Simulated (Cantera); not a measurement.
What does this Cantera script print?

```python
import numpy as np
import cantera as ct

gas_names = [...]  # 109 gases of nasa_gas.yaml made of C, Cl, H, Si
cond_names = """
    C(gr) C6H6(L) C7H8(L) C8H18(L),n-octa Si(cr) Si(L) SiC(b)
""".split()


# ... load() reads the species with a 1 bar reference pressure and builds the phases ...
atoms = {
    'Si(CH3)4': {'Si': 1, 'C': 4, 'H': 12},
    'HCl': {'H': 1, 'CL': 1},
    'H2': {'H': 2},
}
top_T = {'C(gr)': 4500, 'SiC(b)': 3050}  # K; cautious upper limits of use, not melting points


# ... equilibrate(T, P, feed) seeds the gas with the atoms and calls Mixture.equilibrate('TP', solver="vcs", rtol=1e-11, max_steps=5000) ...
results = []
feed = {'Si(CH3)4': 1, 'HCl': 1.3, 'H2': 350}  # mol
P = 2500  # Pa
for T in [1098, 1198, 1298, 1398, 1498, 1598, 1698, 1798, 1898, 1998, 2098, 2198, 2298, 2398]:
    mix = equilibrate(T, P, feed)
    results.append((T, P, feed, dict(zip(mix.species_names, mix.species_moles))))

top = {s: max(r[3][s] / sum(r[3][g] for g in gas_names) for r in results) for s in gas_names}
cols = sorted((s for s in top if top[s] > 0.0001), key=lambda s: -top[s])[:8]
seen = [c for c in cond_names if any(r[3].get(c, 0) > 1e-12 for r in results)]
print("log10 of partial pressures in bar; condensed amounts in mol")
print(f"{'T/K':>10s}" + "".join(f"{s[:9]:>10s}" for s in cols + seen))
for T, P, feed, n in results:
    ng = sum(n[g] for g in gas_names)
    print(f"{T:10.4g}" + "".join(f"{np.log10(max(n[s] / ng * P / 1e5, 1e-99)):10.3f}" for s in cols)
          + "".join(f"{n.get(c, 0):10.4g}" for c in seen))
```

Result:

```
log10 of partial pressures in bar; condensed amounts in mol
       T/K        H2         H C2H2,acet       HCL        Si       CH4      SiC2        CL     C(gr)    SiC(b)
      1098    -1.604    -8.409    -9.499    -4.041   -16.734    -4.645   -21.556   -10.893     2.677         1
      1198    -1.604    -7.523    -8.609    -4.041   -14.669    -5.002   -18.844   -10.022     2.858         1
      1298    -1.604    -6.772    -7.857    -4.041   -12.924    -5.306   -16.555    -9.283     2.929         1
      1398    -1.604    -6.127    -7.214    -4.041   -11.431    -5.567   -14.597    -8.648      2.96    0.9999
      1498    -1.604    -5.567    -6.659    -4.041   -10.139    -5.793   -12.904    -8.098     2.971    0.9999
      1598    -1.604    -5.076    -6.173    -4.041    -9.010    -5.991   -11.427    -7.615     2.966    0.9998
      1698    -1.604    -4.642    -5.746    -4.042    -8.016    -6.165   -10.127    -7.189     2.939    0.9995
      1798    -1.605    -4.256    -5.368    -4.043    -7.133    -6.320    -8.974    -6.810     2.872    0.9981
      1898    -1.606    -3.910    -5.031    -4.044    -6.344    -6.460    -7.946    -6.470     2.736    0.9908
      1998    -1.608    -3.599    -4.729    -4.047    -5.636    -6.587    -7.023    -6.166     2.498    0.9568
      2098    -1.613    -3.318    -4.458    -4.053    -4.995    -6.705    -6.190    -5.891     2.152    0.8128
      2198    -1.621    -3.065    -4.217    -4.063    -4.414    -6.820    -5.434    -5.645     1.819    0.2624
      2298    -1.633    -2.835    -4.002    -4.076    -4.276    -6.934    -5.139    -5.421    0.7936         0
      2398    -1.650    -2.628    -3.911    -4.096    -4.269    -7.099    -5.089    -5.220         0         0
```

These are equilibrium values from Cantera (NASA tables, ideal gas, pure condensed phases), not measurements of a reactor. The tables' values for SiCl are old estimates; treat these amounts as uncertain. Gases not in the tables: Si2H6 and higher silanes.
